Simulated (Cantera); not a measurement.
A perfectly stirred reactor is fed with CH4 : H2 : O2 : N2 = 1 : 1.2 : 2.6 : 9.78 (molar parts), at 6.30 bar; it is adiabatic with a 450 K inlet, and is followed from long to short residence time, starting on the burning branch (τ in s: 0.03, 0.015, 0.007, 0.0034, 0.0016, 0.00079, 0.00038, 0.00018, 8.8e-05, 4.2e-05).

Detailed kinetics in Cantera: GRI-Mech 3.0 (53 species, 325 reactions).

### Question
What does this change do: inlet temperature 450 to 698 K?

### Answer
| quantity | before | after |
|---|---|---|
| blow-out, bracketed by the residence times tried | burning at 42.0 µs, the shortest tried | burning at 42.0 µs, the shortest tried |
| x(CH4) at τ = 30.0 ms | 1.81e-6 | 8.47e-7 |
| x(H2) at τ = 30.0 ms | 0.00472 | 0.00712 |
| x(O2) at τ = 30.0 ms | 0.00453 | 0.00640 |
| x(CH2O) at τ = 30.0 ms | 3.00e-7 | 1.54e-7 |
| x(N2O) at τ = 30.0 ms | 3.34e-7 | 5.01e-7 |
| x(CH4) at τ = 0.790 ms | 3.63e-5 | 2.30e-5 |
| x(H2) at τ = 0.790 ms | 0.00761 | 0.00888 |
| x(O2) at τ = 0.790 ms | 0.00849 | 0.00949 |
| x(CH2O) at τ = 0.790 ms | 6.17e-6 | 4.23e-6 |
| x(N2O) at τ = 0.790 ms | 4.22e-7 | 5.18e-7 |
